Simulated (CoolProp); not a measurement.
Vapour-liquid equilibrium of dimethyl ether (1) + n-pentane (2) at 0.49 MPa; x and y are mole fractions of (1).

Model: multi-fluid Helmholtz-energy mixture model, Wu 2011 and Thol 2019; pair parameters Bell 2016, in CoolProp.

```csv
x,"bubble temperature, mixture model (K)","bubble temperature, Raoult's law (K)","y, mixture model","y, Raoult's law"
0.05,(withheld),355.7,(withheld),0.239
0.2,338.4,335.6,(withheld),0.624
0.35,320.1,322.1,(withheld),0.796
0.5,308.3,312.2,0.893,0.886
0.65,301.4,304.6,(withheld),0.938
0.8,297.0,298.4,(withheld),0.972
0.95,293.2,293.4,(withheld),0.994
```

Problem. Some entries are withheld; supply them.

Solution. 
- 0.05, bubble temperature, mixture model (K): 359.1
- 0.05, y, mixture model: 0.157
- 0.2, y, mixture model: 0.575
- 0.35, y, mixture model: 0.800
- 0.65, y, mixture model: 0.935
- 0.8, y, mixture model: 0.961
- 0.95, y, mixture model: 0.988

The largest gap from Raoult's law is -3.9 K in bubble temperature, at x = 0.5. No azeotrope shows between x = 0.05 and 0.95.

The pair parameters rest on a limited set of measurements; away from them the model extrapolates. The gap from Raoult's law changes sign with composition, which may be real or a fault of the pair parameters; it wasn't checked against measurements.
